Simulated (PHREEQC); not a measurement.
## Leach liquor (model solution)

Make-up at 25 °C: 0.12 mol/kgw HCl, 0.001 mol/kgw CuSO4 and 0.15 mol/kgw MgSO4. Closed to the air; pH follows from the charge balance.

The numbers come from PHREEQC with the ion-association model, phreeqc.dat.

| Quantity | Value |
|---|---|
| pH | 1.31 |
| ionic strength | 0.390 mol/kgw |
| activity of water | 0.993 |
| specific conductance | 33800 µS/cm |
| density | 1.016 g/cm³ |
| total alkalinity | -120 meq/kg |

| species | molality | activity | log γ |
|---|---|---|---|
| Cl- | 0.120 | 0.0800 | -0.176 |
| Mg+2 | 0.0955 | 0.0288 | -0.521 |
| H+ | 0.0628 | 0.0486 | -0.112 |
| HSO4- | 0.0572 | 0.0418 | -0.136 |
| MgSO4 | 0.0545 | 0.0597 | 0.039 |
| SO4-2 | 0.0390 | 0.00884 | -0.645 |
| Cu+2 | 0.000653 | 0.000175 | -0.571 |
| CuSO4 | 0.000289 | 0.000316 | 0.039 |
| CuCl+ | 5.65e-5 | 3.77e-5 | -0.175 |
| CuCl2 | 1.48e-6 | 1.62e-6 | 0.039 |

No solid was allowed to form. Complexes and solids missing from the database can't appear.
